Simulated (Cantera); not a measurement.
# Equilibrium for silicon carbide growth: SiH4 + CH4 + H2 + C2H2

A closed system holds: 1 mol SiH4, 0.02 mol CH4, 22 mol H2, 0.011 mol C2H2, equilibrated at 3.75 Torr.

Method: chemical equilibrium by Gibbs-energy minimisation in Cantera with the NASA 1993 tables (ideal gas, pure condensed phases). Candidate condensed phases: C, C6H6, C7H8, C8H18, Si, SiC; 87 gas species. Mutual solubility and eutectic melting of coexisting phases are not modelled. Gases not in the tables: Si2H6 and higher silanes. Kinetics and transport are ignored.

```tsv
T (K)	x H2	x H	x Si	x Si2C	x SiH	x Si2	x SiC2	x C2H2 (acetylene)	n Si(s)	n SiC(s)	n Si(l)
1375	1.000	4.85e-5	8.21e-8	4.25e-11	3.27e-8	3.96e-11	<1e-12	3.26e-11	0.958	0.0420	0
1475	1.000	0.000183	1.15e-6	1.43e-9	2.90e-7	1.23e-9	<1e-12	2.90e-10	0.958	0.0420	0
1575	0.999	0.000588	1.15e-5	3.06e-8	1.94e-6	2.44e-8	3.43e-12	1.96e-9	0.958	0.0420	0
1675	0.998	0.00164	8.68e-5	4.49e-7	1.03e-5	3.38e-7	1.04e-10	1.05e-8	0.955	0.0420	0
1775	0.995	0.00408	0.000439	4.07e-6	3.80e-5	2.46e-6	2.54e-9	6.52e-8	0	0.0419	0.946
1875	0.989	0.00922	0.00181	2.82e-5	0.000118	1.36e-5	4.50e-8	3.51e-7	0	0.0413	0.909
1975	0.974	0.0191	0.00646	0.000159	0.000325	6.30e-5	5.93e-7	1.58e-6	0	0.0380	0.782
2075	0.941	0.0365	0.0204	0.000757	0.000800	0.000251	6.06e-6	5.99e-6	0	0.0224	0.389
2175	0.898	0.0654	0.0339	0.00145	0.00105	0.000303	5.34e-5	3.62e-5	0	0	0
2275	0.852	0.111	0.0345	0.000928	0.000865	0.000147	0.000188	0.000140	0	0	0
2375	0.787	0.177	0.0344	0.000429	0.000695	7.31e-5	0.000302	0.000242	0	0	0
```
x: gas mole fraction; n: condensed amount in mol.

From 1375 K to 1675 K the condensed part is Si(s) + SiC(s). From 1775 K to 2075 K the condensed part is Si(l) + SiC(s). From 2175 K to 2375 K nothing is condensed. The main Si-bearing gas is SiH2 at 1375 K and Si at 2375 K.
